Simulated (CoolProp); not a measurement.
Values from CoolProp's reference Helmholtz-energy equation of state, Zhou 2011.

Problem. For dimethyl carbonate, give the phase and the density (kg/m³), cp (kJ/(kg K)), isothermal compressibility (1/MPa) at 600 K and 491 kPa; 600 K and 7210 kPa.

Solution. 
- 600 K and 491 kPa: gas; density 9.12, cp 1.88, isothermal compressibility 2.09
- 600 K and 7210 kPa: supercritical; density 282, cp 3.77, isothermal compressibility 0.315
